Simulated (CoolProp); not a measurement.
Saturation properties of R245ca (Tc = 447.6 K, pc = 3.941 MPa, ω = 0.355).

Model: reference Helmholtz-energy equation of state, Zhou 2016, in CoolProp.

```
T (K)   p (MPa)  liquid density (kg/m³)  enthalpy of vaporisation (kJ/kg)  vapour Z
-----  --------  ----------------------  --------------------------------  --------
240.1  0.005262                    1525                             236.8    0.9960
257.8   0.01544                    1485                             226.8    0.9906
275.5   0.03816                    1443                             217.0    0.9812
293.3   0.08282                    1399                             207.1    0.9666
311      0.1609                    1354                             196.9    0.9459
328.7    0.2869                    1307                             186.2    0.9184
346.4    0.4776                    1257                             174.6    0.8832
364.1    0.7517                    1202                             161.8    0.8393
381.8     1.130                    1140                             147.3    0.7853
```

It boils at 298.4 K under 1 atm.
